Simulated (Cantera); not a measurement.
An adiabatic, constant-pressure homogeneous reactor starts with CH3OH : O2 : N2 = 1 : 1.85 : 14 (molar parts), equivalence ratio 0.81, at 1400 K and 21800 Torr.

Detailed kinetics in Cantera: GRI-Mech 3.0 (53 species, 325 reactions). GRI-Mech 3.0 was tuned for natural gas; its chemistry of methanol as a main component is partial and can be far from experiment. The pressure lies above the range GRI-Mech 3.0 was tuned for (to about 10 atm).

One state of this run: T (K) = 2367; x CH3OH = <1e-12; x O2 = 0.0178; x HCN = 6.87e-12; x CO2 = 0.0562; x NO = 0.00517; x N2O = 1.59e-6; x C2H2 = <1e-12. x: mole fraction; the columns are a selection and need not sum to one.

Task: Which value of t (s) does it belong to?
A) 2.51e-6
B) 0.00398
C) 0.000251
D) 0.0251

Result: D, 0.0251
